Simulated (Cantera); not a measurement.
Charge: 1 mol CsCl, 2.1 mol HCl, 9.8 mol H₂, 0.16 mol O₂, held at 1950 °C and 0.548 Torr.

Method: chemical equilibrium by Gibbs-energy minimisation in Cantera with the NASA 1993 tables (ideal gas, pure condensed phases). Candidate condensed phases: Cs, CsCl, CsOH, H₂O; 22 gas species. Rates play no part.

Base state: H₂ 0.575, H 0.180, HCl 0.125, CsCl 0.0607, Cl 0.0284, H₂O 0.0209, Cs 0.00834, OH 0.000946 (mole fractions); condensed: gas only.

Q: What changes in the equilibrium state with this change: temperature from 1950 °C to 1575 °C?

A: 
```
species    before    after
-------  --------  -------
H₂          0.575    0.720
HCl         0.125    0.159
CsCl       0.0607   0.0759
H           0.180   0.0167
Cl         0.0284  0.00280
H₂O        0.0209   0.0245
O        0.000205  7.37e-7
OH       0.000946  4.18e-5
```
